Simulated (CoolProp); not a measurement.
n-pentane along the isotherm 263.75 °C: density (kg/m³) from the reference equation and from simpler models built on Tc = 196.5 °C, pc = 3.368 MPa, ω = 0.251; each cubic takes its own stable root.

Model: reference Helmholtz-energy equation of state, Thol 2019, in CoolProp.

```json
[
 {"p (MPa)": "0.112", "phase": "gas", "reference": "1.823"},
 {"p (MPa)": "0.225", "phase": "gas", "reference": "3.690"},
 {"p (MPa)": "0.337", "phase": "gas", "reference": "5.568"},
 {"p (MPa)": "0.449", "phase": "gas", "reference": "7.475"},
 {"p (MPa)": "0.561", "phase": "gas", "reference": "9.412"},
 {"p (MPa)": "0.674", "phase": "gas", "reference": "11.40"},
 {"p (MPa)": "0.786", "phase": "gas", "reference": "13.40"},
 {"p (MPa)": "0.898", "phase": "gas", "reference": "15.43"},
 {"p (MPa)": "1.01", "phase": "gas", "reference": "17.49"},
 {"p (MPa)": "1.12", "phase": "gas", "reference": "19.56"},
 {"p (MPa)": "1.23", "phase": "gas", "reference": "21.65"},
 {"p (MPa)": "1.35", "phase": "gas", "reference": "23.98"},
 {"p (MPa)": "1.46", "phase": "gas", "reference": "26.16"},
 {"p (MPa)": "1.57", "phase": "gas", "reference": "28.38"},
 {"p (MPa)": "1.68", "phase": "gas", "reference": "30.63"}
]
```

How far does each simpler model (van der Waals, Soave-Redlich-Kwong) lie from the reference over these 15 states: mean and median of the absolute difference, and the worst?


- van der Waals: mean 0.1 %, median 0.0 %, worst +0.3 % at 263.75 °C and 1.68 MPa
- Soave-Redlich-Kwong: mean 0.1 %, median 0.1 %, worst -0.3 % at 263.75 °C and 1.68 MPa
